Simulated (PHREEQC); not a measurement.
Make-up at 65 °C: 2.2 mmol/kgw ZnSO4 and 0.078 mmol/kgw ZnCl2. Closed to the air; pH follows from the charge balance.

All values are PHREEQC results (ion-association model, phreeqc.dat), not measurements.

The ionic strength comes out as 0.00719 mol/kgw. What activity coefficients do SO4-2, HSO4-, ZnCl+, Zn+2, H+ get?

SO4-2 0.69, HSO4- 0.91, ZnCl+ 0.91, Zn+2 0.69, H+ 0.92.

Precipitation was switched off in this run. Constants without temperature data keep their 25 °C values here.
